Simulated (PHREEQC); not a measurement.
Consider water at 20 °C with 0.0057 mol HF, 0.12 mol H2SiF6, 0.059 mol HBF4 and 0.006 mol HNO3 per kg of water. Closed to the air; pH follows from the charge balance.

Computed with PHREEQC (ion-association model, phreeqc.dat).

No solid was allowed to form.

Problem. What pH, ionic strength does the model give?

Solution. pH 0.63; ionic strength 0.423 mol/kgw.

Problem. In which forms is B present?

Solution. BF4- 95 %, H3BO3 3.2 %, BF3OH- 1.9 % of the B.

Saturation is exceeded, for instance for Quartz (slow to form); the values hold only as long as no solid forms. SiF6-2 is the database's only silicon fluoride. Real BF4- forms and hydrolyses slowly; the run takes it at equilibrium.
